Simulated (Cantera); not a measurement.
Charge: 1 mol MgCl2, 0.51 mol H2O, 0.45 mol N2, equilibrated at 800 °C and 1.00 bar.

Method: chemical equilibrium by Gibbs-energy minimisation in Cantera with the NASA 1993 tables (ideal gas, pure condensed phases). Candidate condensed phases: H2O, Mg, MgCl2, MgO, Mg(OH)2, NH4Cl; 38 gas species. Mutual solubility and eutectic melting of coexisting phases are not modelled. Equilibrium is a limit: real reactors are often held back by kinetics, nucleation or transport.

Base state: HCl 0.656, N2 0.315, H2O 0.0288, MgCl2 0.000910 (mole fractions); condensed: MgCl2(l) + MgO(s).

### Question
What changes in the equilibrium state with this change: temperature from 800 °C to 1275 °C?

### Answer
| species | before | after |
|---|---|---|
| HCl | 0.656 | 0.504 |
| MgCl2 | 0.000910 | 0.258 |
| N2 | 0.315 | 0.230 |
| H2O | 0.0288 | 0.00783 |
| Cl | 2.85e-6 | 0.000636 |
| H2 | 8.47e-6 | 0.000381 |
| Cl2 | 7.04e-6 | 6.32e-5 |
| MgCl2(l), mol | 0.530 | 0 |
| MgO(s), mol | 0.469 | 0.495 |
